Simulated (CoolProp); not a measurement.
Values from CoolProp's reference Helmholtz-energy equation of state, Lemmon 2005. It is a short technical equation, of lower accuracy than the large ones.

### Question
For trans-2-butene, give the phase and the speed of sound (m/s), Joule-Thomson coefficient (K/MPa), expansivity (1/kK) at 525 K and 1.34 MPa; 525 K and 5.36 MPa; 525 K and 7.37 MPa.

### Answer
- 525 K and 1.34 MPa: gas; speed of sound 274, Joule-Thomson coefficient 5.29, expansivity 2.35
- 525 K and 5.36 MPa: supercritical; speed of sound 232, Joule-Thomson coefficient 5.94, expansivity 4.86
- 525 K and 7.37 MPa: supercritical; speed of sound 222, Joule-Thomson coefficient 5.53, expansivity 6.69
